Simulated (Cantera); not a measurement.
A closed system holds: 1 mol Al(CH3)3, 2.6 mol N2O, 14 mol N2, equilibrated at 950 °C and 2.93 Torr.

Equilibrium computed with Cantera from the NASA thermochemical tables; the gas is ideal and each condensed phase is pure. Candidate condensed phases: Al, AlN, Al2O3, C, C6H6, C7H8, C8H18, H2O; 148 gas species. The feed counts by its element totals alone. Equilibrium is a limit: real reactors are often held back by kinetics, nucleation or transport.

Base state: N2 0.748, H2 0.203, CO 0.0495, HCN 3.73e-5 (mole fractions); condensed: Al2O3(s) + C(graphite).

### Question
What changes in the equilibrium state with this change: Al(CH3)3 replaced by Al?

### Answer
```csv
species,before,after
N2,0.748,0.968
O2,<1e-9,0.0320
NO,<1e-9,0.000101
H2,0.203,0
CO,0.0495,0
HCN,3.73e-5,0
"Al2O3(s), mol",0.500,0.500
"C(graphite), mol",1.90,0
```

### Question
What changes in the equilibrium state with this change: N2O from 2.6 to 26 mol?

### Answer
```json
[
 {"species": "N2", "before": "0.748", "after": "0.734"},
 {"species": "O2", "before": "<1e-9", "after": "0.128"},
 {"species": "H2O", "before": "7.87e-7", "after": "0.0826"},
 {"species": "H2", "before": "0.203", "after": "7.50e-8"},
 {"species": "CO", "before": "0.0495", "after": "7.30e-8"},
 {"species": "CO2", "before": "1.32e-7", "after": "0.0550"},
 {"species": "NO", "before": "<1e-9", "after": "0.000175"},
 {"species": "HCN", "before": "3.73e-5", "after": "<1e-9"},
 {"species": "OH", "before": "<1e-9", "after": "1.31e-5"},
 {"species": "Al2O3(s), mol", "before": "0.500", "after": "0.500"},
 {"species": "C(graphite), mol", "before": "1.90", "after": "0"}
]
```

### Question
What changes in the equilibrium state with this change: temperature from 950 °C to 1875 °C?

### Answer
```
species            before     after
----------------  -------  --------
N2                  0.748     0.659
H2                  0.203     0.161
CO                 0.0495     0.104
Al                  <1e-9    0.0397
H                 2.17e-6    0.0268
AlH                 <1e-9  0.000206
CN                  <1e-9   4.43e-5
C2H2 (acetylene)  3.17e-8  0.000309
HNC               2.09e-7  0.000603
HCN               3.73e-5   0.00827
Al2O3(s), mol       0.500         0
C(graphite), mol     1.90     0.161
```
